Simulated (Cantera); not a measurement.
Charge: 1 mol AlI3, 0.22 mol NH3, 720 mol H2, equilibrated at 100 Torr.

These are equilibrium values from Cantera (NASA tables, ideal gas, pure condensed phases), not measurements of a reactor. Candidate condensed phases: Al, AlI3, AlN, I2; 19 gas species. Equilibrium is a limit: real reactors are often held back by kinetics, nucleation or transport. All values below are at 1423 K.

Base state: H2 0.996, HI 0.00194, I 0.00111, AlI 0.00108, H 1.82e-5 (mole fractions); condensed: AlN(s).

### Question
What changes in the equilibrium state with this change: AlI3 replaced by Al?

### Answer
| species | before | after |
|---|---|---|
| H2 | 0.996 | 1.000 |
| Al | 4.16e-8 | 2.60e-5 |
| H | 1.82e-5 | 1.82e-5 |
| HI | 0.00194 | 0 |
| I | 0.00111 | 0 |
| AlI | 0.00108 | 0 |
| AlH | 2.51e-8 | 1.57e-5 |
| AlN(s), mol | 0.215 | 0.220 |
| Al(l), mol | 0 | 0.750 |
Mutual solubility and eutectic melting of coexisting phases are not modelled.
